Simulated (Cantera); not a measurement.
**Thermal oxidation and active oxidation of silicon: Si + O2 + H2**

Feed: 1 mol Si, 0.64 mol O2, 920 mol H2, held at 1198.15 K.

Cantera equilibrium calculation (NASA polynomials, part measured and part estimated; ideal gas, pure solids and liquids). Candidate condensed phases: H2O, Si, SiO2; 18 gas species. Mutual solubility and eutectic melting of coexisting phases are not modelled. The tables hold silica as quartz up to 1696 K and as liquid above; real silica turns to tridymite and cristobalite and melts near 1996 K. The numbers say what is thermodynamically allowed, not how fast it happens.

```tsv
P (Pa)	x H2	x SiO	x H	x H2O	n SiO2(β-quartz)	n Si(s)
0.100	0.999	0.000817	0.000191	3.50e-5	0.248	0
0.750	0.999	0.000787	6.96e-5	4.84e-6	0.276	0
5.60	0.999	0.000783	2.55e-5	6.52e-7	0.279	0
42	0.999	0.000782	9.30e-6	8.70e-8	0.280	0
320	1.000	0.000159	3.37e-6	5.62e-8	0.567	0.287
2400	1.000	2.12e-5	1.23e-6	5.62e-8	0.630	0.350
18000	1.000	2.82e-6	4.49e-7	5.62e-8	0.639	0.359
130000	1.000	3.91e-7	1.67e-7	5.62e-8	0.640	0.359
1000000	1.000	5.08e-8	6.03e-8	5.62e-8	0.640	0.354
```
x: gas mole fraction; n: condensed amount in mol.

From 0.100 Pa to 42.0 Pa the condensed part is SiO2(β-quartz). From 320 Pa to 1000000 Pa the condensed part is Si(s) + SiO2(β-quartz). The main Si-bearing gas is SiO at 0.100 Pa and SiH4 at 1000000 Pa. The share of Si in condensed phases is highest at 130000 Pa (99.9 %) and lowest at 0.100 Pa (24.8 %).
